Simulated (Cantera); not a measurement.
Input: 1 mol Si, 4.7 mol HCl, 97 mol H₂, equilibrated at 13.3 mbar.

Cantera equilibrium calculation (NASA polynomials, part measured and part estimated; ideal gas, pure solids and liquids). Candidate condensed phases: Si; 19 gas species. Equilibrium is a limit: real reactors are often held back by kinetics, nucleation or transport.

Over these rows the condensed part is Si(s). Partial pressures as log10 of bar:

```
T (K)  1000/T (1/K)  log p SiH₂Cl₂  log p H₂  log p HCl
-----  ------------  -------------  --------  ---------
1125         0.8889          -6.15     -1.89      -3.38
1225         0.8163          -6.53     -1.89      -3.31
1325         0.7547              ?     -1.89      -3.30
1425         0.7018          -7.33     -1.89      -3.30
1525         0.6557          -7.66     -1.89      -3.31
1625         0.6154          -7.95     -1.89      -3.31
```

**Question.** Fit log p(SiH₂Cl₂) = a + b·(1000/T) to the five rows, give the apparent enthalpy, and predict the row at 1325 K.

**Answer.** Means: 1000/T = 0.7356, log p = -7.124. Sxy = 0.346324, Sxx = 0.0519879, so b = 6.66 and a = -7.124 − (6.66)×0.7356 = -12.02.
Apparent enthalpy: −19.145 × (6.66) = -128 kJ/mol. With the condensed phases at unit activity, Si(s) + 2 HCl(g) = SiH₂Cl₂(g) links this pressure to the main gases: over the six rows their terms move log p by +0.14 in all, so the slope isn't that reaction's ΔH° alone. The five rows lie within 0.05 of the line.
Prediction at 1325 K: -12.02 + (6.66)×0.7547 = -6.99. The computed value is -6.95, 0.04 from the line.
